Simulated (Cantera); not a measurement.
A closed system holds: 1 mol Si₂H₆, 0.55 mol H₂O, 9.5 mol N₂, held at 2098.15 K and 0.100 bar.

Cantera equilibrium calculation (NASA polynomials, part measured and part estimated; ideal gas, pure solids and liquids). Candidate condensed phases: H₂O, Si, SiO₂, Si₂N₂O, Si₃N₄; 35 gas species. The feed counts by its element totals alone. The tables' values for SiN are old estimates; treat these amounts as uncertain. Gases not in the tables: Si₂H₆ and higher silanes. The numbers say what is thermodynamically allowed, not how fast it happens.

Base state: N₂ 0.696, H₂ 0.257, SiO 0.0403, H 0.00494, Si 0.00131, SiH 0.000114, Si₂N 8.64e-5, SiN 7.19e-5 (mole fractions); condensed: Si(l).

Problem. What changes in the equilibrium state with this change: H₂O from 0.55 to 0.16 mol?

Solution. 
| species | before | after |
|---|---|---|
| N₂ | 0.696 | 0.738 |
| H₂ | 0.257 | 0.243 |
| SiO | 0.0403 | 0.0124 |
| SiH₂ | 4.65e-5 | 4.39e-5 |
| SiN | 7.19e-5 | 7.40e-5 |
| Si(l), mol | 1.43 | 1.82 |
